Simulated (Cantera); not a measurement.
Input: 1 mol SiHCl3, 0.018 mol C2H4, 19 mol H2, at 2573 K and 25.0 mbar.

Cantera equilibrium calculation (NASA polynomials, part measured and part estimated; ideal gas, pure solids and liquids). The tables' values for SiCl are old estimates; treat these amounts as uncertain. Gases not in the tables: Si2H6 and higher silanes. The numbers say what is thermodynamically allowed, not how fast it happens.

```csv
species,before,after
H2,0.665,0.698
H,0.177,0.182
HCl,0.0984,0.0619
C2H2 (acetylene),0.000258,0.0102
Cl,0.0184,0.0113
Si,0.0343,0.0249
C4H2,4.14e-8,6.15e-5
C3,2.60e-7,5.99e-5
C2H2 (vinylidene),2.55e-7,1.01e-5
C2H,5.73e-6,0.000221
SiC2,0.000290,0.00791
C2HCl,4.91e-7,1.16e-5
"C(graphite), mol",0,1.02
```
Gas species are given as mole fractions.

Name the change that produced these shifts.
A. temperature from 2573 K to 1398.15 K
B. SiHCl3 replaced by (CH3)2SiCl2
C. temperature from 2573 K to 1450 K
D. temperature from 2573 K to 2200 K

B, SiHCl3 replaced by (CH3)2SiCl2. The feed counts by its element totals alone
